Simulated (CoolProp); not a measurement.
Aqueous ethylene glycol as a coolant, at 19 °C, 1 atm.

The numbers come from the Melinder's fits for secondary coolants in CoolProp.

```tsv
mass %	freezing point (°C)	cp (kJ/(kg K))	conductivity (W/(m K))	Prandtl number	viscosity (mPa s)
1.9	-0.6	4.159	0.589	7.59	1.07
7.1	-2.3	4.085	___	8.79	1.22
12.4	-4.3	4.011	0.541	10.3	1.39
17.6	___	3.933	0.517	12.2	1.60
22.8	-9.6	3.847	0.494	14.3	1.84
28.1	-13.1	3.751	0.472	16.9	2.12
33.3	-17.3	3.651	0.451	19.7	2.44
38.6	-22.3	3.544	0.430	23.1	2.80
43.8	-28.1	3.436	0.410	27.0	3.22
49.1	-34.8	3.326	0.392	___	3.72
54.3	-42.2	3.216	___	36.9	4.30
59.6	-50.5	3.101	0.357	43.0	4.96
```

Task: Some entries are withheld; supply them.

Result: 
- 7.1, conductivity (W/(m K)): 0.565
- 17.6, freezing point (°C): -6.7
- 49.1, Prandtl number: 31.6
- 54.3, conductivity (W/(m K)): 0.374
